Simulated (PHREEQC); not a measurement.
Model water analysis in mg/kgw, 25 °C, pH 3.04, pe 12.1: Na 84.2; K 84.9; Ca 662; Mg 98; Cl 164; S(6) as SO4 3650; Cu(2) 1.87; Fe(3) 724; O(0) (dissolved oxygen) 8.32; Li 3.58; Mn(2) 8.79; Zn 5.75.

Valence states are taken as typed.

Computed with PHREEQC (ion-association model, wateq4f.dat).

Each row changes one thing in this solution. This is a speciation only: nothing precipitates in the calculation.

```json
[
 {"case": "as made", "ionic strength (mol/kgw)": "0.0836", "SO4-2 (mol/kgw)": "0.0182", "Ca+2 (mol/kgw)": "0.0104", "Mg+2 (mol/kgw)": "0.00236", "FeOH+2 (mol/kgw)": "0.00147", "HSO4- (mol/kgw)": "0.000809", "SI of Gypsum (CaSO4:2H2O)": "+0.07", "SI of Goethite (FeOOH)": "+6.04"},
 {"case": "temperature from 25 to 70 °C at the same typed pH", "ionic strength (mol/kgw)": "0.0852", "SO4-2 (mol/kgw)": "0.0193", "Ca+2 (mol/kgw)": "0.00940", "Mg+2 (mol/kgw)": "0.00147", "FeOH+2 (mol/kgw)": "0.00360", "HSO4- (mol/kgw)": "0.00249", "SI of Gypsum (CaSO4:2H2O)": "+0.09", "SI of Goethite (FeOOH)": "+6.78"},
 {"case": "Zn from 5.75 to 2.88 mg/kgw", "ionic strength (mol/kgw)": "0.0836", "SO4-2 (mol/kgw)": "0.0182", "Ca+2 (mol/kgw)": "0.0104", "Mg+2 (mol/kgw)": "0.00236", "FeOH+2 (mol/kgw)": "0.00147", "HSO4- (mol/kgw)": "0.000810", "SI of Gypsum (CaSO4:2H2O)": "+0.07", "SI of Goethite (FeOOH)": "+6.04"}
]
```

Some of these states are supersaturated (in Jarosite-K, Jarosite-Na, for instance). Away from 25 °C the constants follow the database's enthalpies or fits; those with neither stay at their 25 °C values.
